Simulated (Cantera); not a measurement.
An isothermal, constant-pressure homogeneous reactor starts with C2H6 : N2 = 1 : 1.7 (molar parts), at 1725 K and 13300 Pa. Integrator tolerance rtol = 1e-08.

Detailed kinetics in Cantera: GRI-Mech 3.0 (53 species, 325 reactions). GRI-Mech 3.0 stops at C3 and has no aromatics, soot or wall deposition, so with more carbon than oxygen in the feed, carbon stays in small species such as C2H2 where larger ones or solid carbon would form.

Question: What does this change do: N2 1.7 to 0.59 parts?

Answer: 
```json
[
 {"quantity": "x(C2H6) at 200 s", "before": "5.25e-8 (gas-phase equilibrium 3.72e-8)", "after": "1.18e-7 (gas-phase equilibrium 9.75e-8)"},
 {"quantity": "x(HCN) at 200 s", "before": "5.92e-5 (gas-phase equilibrium 0.124)", "after": "3.05e-5 (gas-phase equilibrium 0.0961)"},
 {"quantity": "x(H) at 200 s", "before": "0.000333 (gas-phase equilibrium 0.000333)", "after": "0.000381 (gas-phase equilibrium 0.000381)"},
 {"quantity": "x(H2) at 200 s", "before": "0.423 (gas-phase equilibrium 0.424)", "after": "0.554 (gas-phase equilibrium 0.554)"},
 {"quantity": "x(C2H2) at 200 s", "before": "0.212 (gas-phase equilibrium 0.150)", "after": "0.277 (gas-phase equilibrium 0.229)"},
 {"quantity": "x(CH2) at 200 s", "before": "2.31e-8 (gas-phase equilibrium 1.94e-8)", "after": "3.02e-8 (gas-phase equilibrium 2.75e-8)"},
 {"quantity": "x(CH4) at 200 s", "before": "0.00174 (gas-phase equilibrium 0.00147)", "after": "0.00298 (gas-phase equilibrium 0.00272)"}
]
```

Question: What does this change do: temperature 1725 to 1048 K?

Answer: 
```csv
quantity,before,after
x(C2H6) at 200 s,5.25e-8 (gas-phase equilibrium 3.72e-8),0.00625 (gas-phase equilibrium 0.000517)
x(HCN) at 200 s,5.92e-5 (gas-phase equilibrium 0.124),<1e-12 (gas-phase equilibrium 0.0436)
x(H) at 200 s,0.000333 (gas-phase equilibrium 0.000333),1.27e-7 (gas-phase equilibrium 4.79e-9)
x(H2) at 200 s,0.423 (gas-phase equilibrium 0.424),0.211 (gas-phase equilibrium 0.0507)
x(C2H2) at 200 s,0.212 (gas-phase equilibrium 0.150),0.0359 (gas-phase equilibrium 0.0509)
x(CH2) at 200 s,2.31e-8 (gas-phase equilibrium 1.94e-8),<1e-12 (gas-phase equilibrium <1e-12)
x(CH4) at 200 s,0.00174 (gas-phase equilibrium 0.00147),0.0939 (gas-phase equilibrium 0.315)
```
